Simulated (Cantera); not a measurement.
A perfectly stirred reactor is fed with N₂O : N₂ = 1 : 4.5 (molar parts), at 2670 Pa; it is held at 1200 K, and followed from long to short residence time.

Model: GRI-Mech 3.0 (53 species, 325 reactions), integrated in Cantera. GRI-Mech 3.0 was tuned for natural gas; its chemistry of N2O as a main component is partial and can be far from experiment. Radical loss at walls, strong at low pressure, is not modelled. The mechanism lacks the step 2 NO + O2 → 2 NO2, which can matter for NO2 below about 1400 K. The temperature is held fixed by assumption; the heat of reaction is taken as removed at once.

**Question.** What does this change do: temperature 1200 to 1225 K?

**Answer.** 
| quantity | before | after |
|---|---|---|
| x(N₂O) at τ = 2.90 s | 0.173 | 0.168 |
| x(N₂) at τ = 2.90 s | 0.823 | 0.825 |
| x(NO) at τ = 2.90 s | 0.000863 | 0.00147 |
| x(O₂) at τ = 2.90 s | 0.00369 | 0.00563 |
| x(NO₂) at τ = 2.90 s | 2.22e-7 | 3.77e-7 |
| x(N₂O) at τ = 54.0 ms | 0.182 | 0.182 |
| x(N₂) at τ = 54.0 ms | 0.818 | 0.818 |
| x(NO) at τ = 54.0 ms | 1.65e-5 | 2.89e-5 |
| x(O₂) at τ = 54.0 ms | 7.06e-5 | 0.000111 |
| x(NO₂) at τ = 54.0 ms | 4.96e-10 | 1.14e-9 |
